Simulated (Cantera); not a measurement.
Source: NASA polynomial tables (part measured, part estimated), evaluated in Cantera. Values are per mole of reaction as written; species without (g) are pure solids or liquids, kept so even where they would boil at 1 bar.

Task: Between 1550 and 2150 K, where is each reaction favourable under standard conditions?
- 2 H₂O(g) + ZrO₂ ⇌ 4 OH(g) + Zr

Result: 
- 2 H₂O(g) + ZrO₂ ⇌ 4 OH(g) + Zr: ΔG° is 1194 kJ at 1550 K and 985 kJ at 2150 K; it stays positive (K < 1). ΔH° is 1751 kJ and ΔS° 356 J/K at 2150 K.
